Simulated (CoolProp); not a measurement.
Vapour-liquid equilibrium of n-heptane (1) + n-dodecane (2) at 0.0221 MPa; x and y are mole fractions of (1).

Values from CoolProp's multi-fluid Helmholtz-energy mixture model, Span 2003 and Lemmon 2004; pair parameters Bell 2016.

Problem. Give the bubble temperature and the first vapour's composition at x = 0.25, 0.65, 0.75. Is there an azeotrope?

Solution. x = 0.25: 365.9 K, y = 0.951; x = 0.65: 337.7 K, y = 0.995; x = 0.75: 334.1 K, y = 0.997. No azeotrope shows between x = 0.05 and 0.95.

Pair parameters are fitted to limited data, so mixtures are less certain than the pure fluids. The gap from Raoult's law changes sign with composition, which may be real or a fault of the pair parameters; it wasn't checked against measurements.
